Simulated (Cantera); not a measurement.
Mixture: CH4 : C2H6 : O2 : N2 = 1 : 0.21 : 3.96 : 14.9 (molar parts), equivalence ratio 0.69, at 29.0 bar, adiabatic and at constant pressure. Ignition delay is the time to a rise of 400 K.

Detailed kinetics in Cantera: GRI-Mech 3.0 (53 species, 325 reactions). The pressure lies above the range GRI-Mech 3.0 was tuned for (to about 10 atm).

Question: Predict: delay at 1100 K; delay at 1200 K; delay at 1300 K; delay at 1400 K; delay at 1500 K; delay at 1600 K; delay at 1700 K; apparent activation energy between 1500 and 1700 K.

Answer: 
```
Item                                                    Result
--------------------------------------------------  ----------
delay at 1100 K                                        2.14 ms
delay at 1200 K                                       0.458 ms
delay at 1300 K                                       0.125 ms
delay at 1400 K                                        42.5 µs
delay at 1500 K                                        17.4 µs
delay at 1600 K                                        8.13 µs
delay at 1700 K                                        4.20 µs
apparent activation energy between 1500 and 1700 K  150 kJ/mol
```
